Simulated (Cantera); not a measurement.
A freely propagating, adiabatic, planar premixed flame of C₂H₄ : O₂ : N₂ : H₂O = 1 : 4.35 : 17.4 : 1.5 (molar parts), unburnt at 400 K and 1430 Torr; mixture-averaged transport, grid criteria slope 0.08 and curve 0.16, no radiation.

Model: GRI-Mech 3.0 (53 species, 325 reactions), integrated in Cantera. GRI-Mech 3.0 was tuned for natural gas; its chemistry of ethylene as a main component is partial and can be far from experiment. Burning velocities carry a grid error of a few per cent, more on coarse grids.

How do the results move with these cheaper or finer settings: unity-Lewis-number transport; multicomponent transport; multicomponent+Soret transport; grid criteria slope 0.5, curve 1; grid criteria slope 0.25, curve 0.5; grid criteria slope 0.03, curve 0.06?


```csv
setting,laminar burning velocity,thermal thickness,peak x(H₂O₂),peak x(O),grid points
as above,44.3 cm/s,0.252 mm,0.000298,0.00219,134
unity-Lewis-number transport,39.5 cm/s,0.254 mm,0.000191,0.00245,133
multicomponent transport,45.0 cm/s,0.255 mm,0.000299,0.00221,134
multicomponent+Soret transport,44.6 cm/s,0.255 mm,0.000305,0.00222,134
"grid criteria slope 0.5, curve 1",49.1 cm/s,0.272 mm,0.000321,0.00231,33
"grid criteria slope 0.25, curve 0.5",46.3 cm/s,0.260 mm,0.000310,0.00225,58
"grid criteria slope 0.03, curve 0.06",43.2 cm/s,0.250 mm,0.000293,0.00215,340
```
The base run took about 12 core-seconds (a rough figure).
Unity Lewis numbers drop preferential diffusion, which matters most where H2 and H carry the flame; Soret adds thermal diffusion.
